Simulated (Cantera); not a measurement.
A freely propagating, adiabatic, planar premixed flame of 20.2 % H2, 16.1 % O2, 60.3 % N2, 3.44 % H2O, unburnt at 423 K and 0.286 atm; mixture-averaged transport, grid criteria slope 0.08 and curve 0.16, no radiation.

Model: the H2/O2 subset of GRI-Mech 3.0, which has no nitrogen chemistry, integrated in Cantera. Burning velocities carry a grid error of a few per cent, more on coarse grids. Lean hydrogen flames are cellular in practice and burn faster than this planar one.

x: mole fraction of selected species; z is measured from the peak of heat release.

| z (mm) | T (K) | u (m/s) | x H2 | x O2 | x H2O | x H2O2 | x HO2 | x OH |
|---|---|---|---|---|---|---|---|---|
| -5.34 | 423 | 2.06 | 0.202 | 0.161 | 0.0344 | <1e-8 | <1e-8 | <1e-8 |
| -3.56 | 423 | 2.06 | 0.202 | 0.161 | 0.0344 | <1e-8 | <1e-8 | <1e-8 |
| -2.67 | 423 | 2.06 | 0.202 | 0.161 | 0.0344 | <1e-8 | <1e-8 | <1e-8 |
| -1.78 | 423 | 2.06 | 0.201 | 0.161 | 0.0344 | 1.33e-8 | 2.48e-7 | <1e-8 |
| -0.890 | 448 | 2.15 | 0.189 | 0.163 | 0.0362 | 1.22e-5 | 0.000139 | 2.78e-5 |
| -0.445 | 678 | 3.16 | 0.151 | 0.158 | 0.0591 | 2.40e-5 | 0.000124 | 0.000594 |
| 0 | 1040 | 4.73 | 0.0849 | 0.130 | 0.124 | 3.21e-6 | 5.09e-5 | 0.00172 |
| 0.445 | 1299 | 5.87 | 0.0323 | 0.0909 | 0.192 | 2.74e-6 | 2.74e-5 | 0.00521 |
| 0.890 | 1436 | 6.46 | 0.0173 | 0.0762 | 0.216 | 1.87e-6 | 1.92e-5 | 0.00757 |
| 1.78 | 1574 | 7.03 | 0.0131 | 0.0709 | 0.228 | 9.57e-7 | 1.40e-5 | 0.00924 |
| 3.56 | 1697 | 7.53 | … | 0.0685 | 0.237 | … | … | 0.00968 |
| 7.12 | 1795 | 7.92 | … | 0.0670 | 0.246 | … | … | … |
| 14.2 | 1859 | 8.16 | 0.00310 | 0.0665 | 0.253 | 1.49e-7 | 3.39e-6 | 0.00676 |

### Question
What belongs in the gaps?

### Answer

- 3.56, x H2: 0.00979
- 3.56, x H2O2: 4.78e-7
- 3.56, x HO2: 9.79e-6
- 7.12, x H2: 0.00609
- 7.12, x H2O2: 2.57e-7
- 7.12, x HO2: 6.13e-6
- 7.12, x OH: 0.00873
